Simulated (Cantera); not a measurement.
An isothermal, constant-pressure homogeneous reactor starts with 11.1 % C₂H₆, 84.3 % N₂, 4.66 % H₂O, at 1773 K and 45.8 Torr.

Model: GRI-Mech 3.0 (53 species, 325 reactions), integrated in Cantera. GRI-Mech 3.0 stops at C3 and has no aromatics, soot or wall deposition, so with more carbon than oxygen in the feed, carbon stays in small species such as C2H2 where larger ones or solid carbon would form.

Problem. Predict: x(C₂H₄) at 90.0 s; x(H) at 90.0 s; x(C₂H₂) at 90.0 s; x(C₂H) at 90.0 s.

Solution. x(C₂H₄) at 90.0 s: 2.71e-5 (gas-phase equilibrium 1.12e-5)
x(H) at 90.0 s: 0.000556 (gas-phase equilibrium 0.000556)
x(C₂H₂) at 90.0 s: 0.0689 (gas-phase equilibrium 0.0286)
x(C₂H) at 90.0 s: 1.30e-6 (gas-phase equilibrium 5.39e-7)
